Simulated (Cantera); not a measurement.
Charge: 1 mol Si₃N₄, 1.9 mol H₂O, 63 mol N₂, 0.0014 mol O₂, held at 7.05 Torr.

Method: chemical equilibrium by Gibbs-energy minimisation in Cantera with the NASA 1993 tables (ideal gas, pure condensed phases). Candidate condensed phases: H₂O, Si, SiO₂, Si₂N₂O, Si₃N₄; 35 gas species. The numbers say what is thermodynamically allowed, not how fast it happens.

**Question.** What share of the Si ends up in condensed phases as a function of T (K), at 1798, 1848, 1898, 1948, 1998, 2048, 2098?

**Answer.** 
| T (K) | Si condensed (%) | as |
|---|---|---|
| 1798 | 35.7 | Si₃N₄(s) |
| 1848 | 34.8 | Si(l) |
| 1898 | 33.1 | Si(l) |
| 1948 | 30.1 | Si(l) |
| 1998 | 24.8 | Si(l) |
| 2048 | 15.8 | Si(l) |
| 2098 | 0.6 | Si(l) |
